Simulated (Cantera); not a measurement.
Cantera run, input and output.

```python
import numpy as np
import cantera as ct

gas = ct.Solution("h2o2.yaml")
gas.TPX = 1400, 2100, {'H2': 0.044, 'O2': 1}
reactor = ct.IdealGasConstPressureReactor(gas, energy="off", clone=False)
net = ct.ReactorNet([reactor])
net.rtol, net.atol = 1e-08, 1e-18
show = ['H2', 'O2', 'OH', 'HO2', 'H2O2']
times = np.geomspace(3e-06, 4, 11)

steps = ct.SolutionArray(gas, extra=["t"])
rows = []
print(f"{'t/s':>10s}{'T/K':>9s}{'P/Pa':>11s}" + "".join(f"{s:>11s}" for s in show))
for t in times:
    while net.time < t:
        t_next = net.step()
        steps.append(gas.state, t=t_next)
    rows.append([np.interp(t, steps.t, y) for y in (steps.T, steps.P, *steps(*show).X.T)])
    print(f"{t:10.3e}{rows[-1][0]:9.1f}{rows[-1][1]:11.4g}" + "".join(f"{x:11.3e}" for x in rows[-1][2:]))
rate = np.gradient(steps.T, steps.t)
print("integrator steps:", len(steps.t))
if steps.T.max() > steps.T[0] + 200:
    print(f"time of steepest temperature rise: {steps.t[rate.argmax()]:.4e} s")
gas.TPX = 1400, 2100, {'H2': 0.044, 'O2': 1}
gas.equilibrate("TP")
print(f"equilibrium (TP): T = {gas.T:.1f} K  " + "  ".join(f"{s} {gas[s].X[0]:.3e}" for s in show))
```

Output:

```
       t/s      T/K       P/Pa         H2         O2         OH        HO2       H2O2
 3.000e-06   1400.0       2100  4.215e-02  9.579e-01  4.745e-10  4.461e-09  1.638e-13
 1.229e-05   1400.0       2100  4.215e-02  9.579e-01  6.245e-09  1.828e-08  2.739e-12
 5.036e-05   1400.0       2100  4.215e-02  9.579e-01  6.142e-08  7.489e-08  4.516e-11
 2.063e-04   1400.0       2100  4.214e-02  9.579e-01  1.524e-06  3.082e-07  7.073e-10
 8.455e-04   1400.0       2100  1.282e-02  9.337e-01  8.418e-03  2.956e-06  1.447e-07
 3.464e-03   1400.0       2100  5.872e-04  9.232e-01  4.957e-03  2.507e-06  6.816e-08
 1.419e-02   1400.0       2100  4.627e-04  9.308e-01  4.417e-03  2.301e-06  6.488e-08
 5.815e-02   1400.0       2100  2.035e-04  9.456e-01  2.952e-03  1.604e-06  5.046e-08
 2.383e-01   1400.0       2100  3.259e-05  9.549e-01  1.188e-03  5.412e-07  2.243e-08
 9.763e-01   1400.0       2100  3.161e-06  9.566e-01  3.710e-04  1.010e-07  5.726e-09
 4.000e+00   1400.0       2100  3.916e-07  9.569e-01  1.308e-04  5.321e-08  1.313e-09
integrator steps: 1457
equilibrium (TP): T = 1400.0 K  H2 1.380e-07  O2 9.569e-01  OH 7.773e-05  HO2 7.037e-08  H2O2 6.818e-10
```

Cantera simulation using the H2/O2 subset of GRI-Mech 3.0, which has no nitrogen chemistry; the numbers are that mechanism's predictions, not measurements. Radical loss at walls, strong at low pressure, is not modelled. The temperature is held fixed by assumption; the heat of reaction is taken as removed at once.
